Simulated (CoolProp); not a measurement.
A simple Rankine cycle with R124: condensing at 314.15 K, boiler at 2.99 MPa, turbine inlet 390 K, turbine efficiency 0.9, pump efficiency 0.6, no recuperator. Each further row changes one setting.

Model: reference Helmholtz-energy equation of state, de Vries 1995, in CoolProp.

```json
[
 {"case": "as stated", "thermal efficiency (%)": "11.8", "net work (kJ/kg)": "19.5", "heat in (kJ/kg)": "165", "turbine exit temperature (K)": "324.0", "volume ratio over the turbine": "[?]"},
 {"case": "turbine inlet 410 K", "thermal efficiency (%)": "[?]", "net work (kJ/kg)": "23.6", "heat in (kJ/kg)": "192", "turbine exit temperature (K)": "351.5", "volume ratio over the turbine": "5.55"},
 {"case": "condensing temperature 306.15 K", "thermal efficiency (%)": "13.1", "net work (kJ/kg)": "22.9", "heat in (kJ/kg)": "174", "turbine exit temperature (K)": "317.3", "volume ratio over the turbine": "[?]"},
 {"case": "boiler pressure 2.09 MPa", "thermal efficiency (%)": "[?]", "net work (kJ/kg)": "18.7", "heat in (kJ/kg)": "[?]", "turbine exit temperature (K)": "347.2", "volume ratio over the turbine": "3.69"},
 {"case": "turbine efficiency 0.8", "thermal efficiency (%)": "10.3", "net work (kJ/kg)": "17.0", "heat in (kJ/kg)": "165", "turbine exit temperature (K)": "[?]", "volume ratio over the turbine": "[?]"}
]
```

### Question
Some entries are withheld; supply them.

### Answer

- as stated, volume ratio over the turbine: 6.29
- turbine inlet 410 K, thermal efficiency (%): 12.2
- condensing temperature 306.15 K, volume ratio over the turbine: 7.92
- boiler pressure 2.09 MPa, thermal efficiency (%): 10.2
- boiler pressure 2.09 MPa, heat in (kJ/kg): 184
- turbine efficiency 0.8, turbine exit temperature (K): 326.9
- turbine efficiency 0.8, volume ratio over the turbine: 6.39
